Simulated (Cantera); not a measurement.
A freely propagating, adiabatic, planar premixed flame of H₂ : O₂ : N₂ = 1 : 0.208 : 0.783 (molar parts), unburnt at 598 K and 500000 Pa; mixture-averaged transport, grid criteria slope 0.08 and curve 0.16, no radiation.

Cantera simulation using the H2/O2 subset of GRI-Mech 3.0, which has no nitrogen chemistry; the numbers are that mechanism's predictions, not measurements. The hydrogen kinetics of GRI-Mech 3.0 are dated; newer H2 mechanisms differ, most at raised pressure. Burning velocities carry a grid error of a few per cent, more on coarse grids.

### Question
What does this change do: 0.042 parts H2O added?

### Answer
| quantity | before | after |
|---|---|---|
| laminar burning velocity | 852 cm/s | 797 cm/s |
| thermal thickness | 0.0592 mm | 0.0582 mm |
| peak x(OH) | 0.00272 | 0.00262 |
| peak x(O) | 0.00174 | 0.00153 |
| peak x(HO₂) | 0.000793 | 0.000853 |
| peak x(H₂O₂) | 4.00e-5 | 4.60e-5 |
